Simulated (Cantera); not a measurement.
## Premixed flame

A freely propagating, adiabatic, planar premixed flame of CH3OH : O2 : N2 = 1 : 1 : 3.76 (molar parts), equivalence ratio 1.5, unburnt at 475 K and 1.88 atm; mixture-averaged transport, grid criteria slope 0.08 and curve 0.16, no radiation.

Cantera simulation using GRI-Mech 3.0 (53 species, 325 reactions); the numbers are that mechanism's predictions, not measurements. GRI-Mech 3.0 was tuned for natural gas; its chemistry of methanol as a main component is partial and can be far from experiment. Burning velocities carry a grid error of a few per cent, more on coarse grids.

```tsv
z (mm)	T (K)	u (m/s)	x CH3OH	x O2	x HCN	x CO	x CH2	x H2
-0.444	476	0.847	0.173	0.173	<1e-8	2.73e-5	<1e-8	0.00573
-0.296	479	0.861	0.171	0.171	<1e-8	0.000209	<1e-8	0.0135
-0.222	495	0.898	0.169	0.168	<1e-8	0.000985	<1e-8	0.0227
-0.148	588	1.09	0.160	0.158	1.82e-8	0.00606	<1e-8	0.0387
-0.0740	972	1.90	0.116	0.121	1.40e-7	0.0331	<1e-8	0.0613
-0.0370	1330	2.70	0.0641	0.0841	3.09e-7	0.0649	2.18e-7	0.0732
0	1688	3.57	0.0103	0.0457	5.99e-7	0.103	1.36e-5	0.0794
0.0370	1826	3.89	0.000175	0.0231	8.54e-7	0.109	7.83e-6	0.0702
0.0740	1874	3.98	1.07e-6	0.0106	8.08e-7	0.101	1.67e-6	0.0626
0.148	1922	4.06	1.64e-8	0.00264	5.29e-7	0.0907	9.42e-8	0.0604
0.296	1969	4.14	<1e-8	0.000818	2.33e-7	0.0842	<1e-8	0.0629
0.592	2012	4.22	<1e-8	0.000388	7.64e-8	0.0832	<1e-8	0.0642
1.18	2046	4.28	<1e-8	0.000155	2.20e-8	0.0839	<1e-8	0.0646
```
x: mole fraction of selected species; z is measured from the peak of heat release.

The laminar burning velocity is 84.1 cm/s. The thermal thickness is 0.148 mm and the peak x(HCN) is 8.64e-7. The peak x(CO) is 0.110 and the peak x(CH2) is 1.64e-5. The peak x(H2) comes out as 0.0795.
